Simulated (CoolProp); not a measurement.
The fluid at 412.9 K and 0.693 MPa is throttled through a valve to 0.301 MPa with no heat exchange. The same conditions are run with several fluids, on thermodynamics alone (safety and materials aside).

The numbers come from the reference Helmholtz-energy equation of state of each fluid (water: Wagner 2002; dimethyl carbonate: Zhou 2011; m-xylene: Zhou 2012; dodecamethylcyclohexasiloxane (D6): Colonna 2008; toluene: Lemmon 2006) in CoolProp.

| fluid | temperature change (K) | final phase | final density (kg/m³) |
|---|---|---|---|
| water | [?] | [?] | 119 |
| dimethyl carbonate | -11.2 | [?] | [?] |
| m-xylene | +0.1 | liquid | [?] |
| dodecamethylcyclohexasiloxane (D6) | +0.1 | liquid | [?] |
| toluene | +0.1 | liquid | [?] |

Complete the blanks.


- water, temperature change (K): -6.1
- water, final phase: two-phase, vapour fraction 0.012
- dimethyl carbonate, final phase: two-phase, vapour fraction 0.067
- dimethyl carbonate, final density (kg/m³): 114
- m-xylene, final density (kg/m³): 755
- dodecamethylcyclohexasiloxane (D6), final density (kg/m³): 841
- toluene, final density (kg/m³): 748
